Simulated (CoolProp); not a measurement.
Vapour-liquid equilibrium of R142b (1) + R113 (2) at 323.7 K; x and y are mole fractions of (1).

The numbers come from the multi-fluid Helmholtz-energy mixture model, Lemmon 2006 and Marx 1992; pair parameters Bell 2016 in CoolProp.

```
x     bubble pressure (kPa)  y at the bubble point  dew pressure at overall composition x (kPa)  liquid density (mol/L)
----  ---------------------  ---------------------  -------------------------------------------  ----------------------
0.05                  147.4                  0.269                                        117.0                   8.104
0.15                  215.4                  0.537                                        129.2                   8.299
0.25                  278.8                      …                                        144.2                   8.502
0.35                  338.2                  0.757                                        163.1                   8.712
0.45                  394.4                  0.815                                        187.4                   8.933
0.55                  448.1                  0.859                                        220.1                   9.163
0.65                      …                  0.896                                        265.6                   9.405
0.75                  553.1                  0.927                                        332.7                   9.661
0.85                      …                  0.957                                        436.1                   9.932
0.95                  662.8                  0.986                                        593.6                   10.22
```

**Question.** What belongs in the gaps?

**Answer.** 
- 0.25, y at the bubble point: 0.673
- 0.65, bubble pressure (kPa): 500.7
- 0.85, bubble pressure (kPa): 606.8

No azeotrope shows between x = 0.05 and 0.95.

Pair parameters are fitted to limited data, so mixtures are less certain than the pure fluids.
